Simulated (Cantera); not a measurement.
A closed system holds: 1 mol Pb, 5 mol H2, a varied amount of N2, at 975 K and 0.100 bar.

Method: chemical equilibrium by Gibbs-energy minimisation in Cantera with the NASA 1993 tables (ideal gas, pure condensed phases). Candidate condensed phases: Pb; 11 gas species. The numbers say what is thermodynamically allowed, not how fast it happens.

### Question
At 4.1 mol N2, list the 4 most abundant gas species with their mole fractions, and the condensed phases.

### Answer
H2 0.549, N2 0.451, Pb 9.17e-5, NH3 1.89e-5. Condensed: Pb(l).
